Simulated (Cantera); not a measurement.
## Ignition delay

Mixture: C₃H₈ : O₂ : N₂ = 1 : 2.38 : 8.95 (molar parts), at 1.00 bar, adiabatic and at constant volume. Ignition delay is the time to a rise of 400 K.

Model: GRI-Mech 3.0 (53 species, 325 reactions), integrated in Cantera. GRI-Mech 3.0 was tuned for natural gas; its chemistry of propane as a main component is partial and can be far from experiment.

```json
[
 {"T0 (K)": "1073", "delay (ms)": "101"},
 {"T0 (K)": "1148", "delay (ms)": "17.8"},
 {"T0 (K)": "1223", "delay (ms)": "3.72"},
 {"T0 (K)": "1298", "delay (ms)": "0.970"},
 {"T0 (K)": "1373", "delay (ms)": "0.318"},
 {"T0 (K)": "1448", "delay (ms)": "0.128"},
 {"T0 (K)": "1523", "delay (ms)": "0.0618"}
]
```

The apparent activation energy between 1373 and 1523 K comes out as 190 kJ/mol.
